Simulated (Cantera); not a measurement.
A perfectly stirred reactor is fed with 5.31 % CH₄, 0.313 % CO, 26.9 % O₂, 67.4 % N₂, at 83000 Pa; it is adiabatic with a 700 K inlet, and is followed from long to short residence time, starting on the burning branch (τ in s: 0.14, 0.057, 0.024, 0.0097, 0.004, 0.0017, 0.00069, 0.00029, 0.00012, 4.9e-05, 2e-05, 8.5e-06).

Model: GRI-Mech 3.0 (53 species, 325 reactions), integrated in Cantera.

One state of this run: T (K) = 1768; x CH₄ = 0.000209; x CO = 0.00687; x O₂ = 0.162; x H₂O = 0.100; x N₂O = 4.64e-7; x CO₂ = 0.0487. x: mole fraction; the columns are a selection and need not sum to one.

Q: Which value of τ (s) does it belong to?
(A) 0.00069
(B) 0.0017
(C) 0.14
(D) 8.5e-6

A: A, 0.00069
